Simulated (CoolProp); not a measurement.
Carbonyl sulfide at 293.15 K and 2.1 MPa is throttled through a valve to 0.722 MPa with no heat exchange. Each further row changes one setting.

Model: reference Helmholtz-energy equation of state, Lemmon 2006, in CoolProp. It is a short technical equation, of lower accuracy than the large ones.

```csv
case,temperature change (K),final phase,final density (kg/m³)
as stated,[?],[?],[?]
outlet pressure 0.217 MPa,-52.2,[?],[?]
outlet pressure 0.939 MPa,[?],[?],[?]
```

**Question.** Fill in the missing entries.

**Answer.** 
- as stated, temperature change (K): -16.4
- as stated, final phase: two-phase, vapour fraction 0.082
- as stated, final density (kg/m³): 211
- outlet pressure 0.217 MPa, final phase: two-phase, vapour fraction 0.224
- outlet pressure 0.217 MPa, final density (kg/m³): 29.9
- outlet pressure 0.939 MPa, temperature change (K): -7.0
- outlet pressure 0.939 MPa, final phase: two-phase, vapour fraction 0.037
- outlet pressure 0.939 MPa, final density (kg/m³): 436
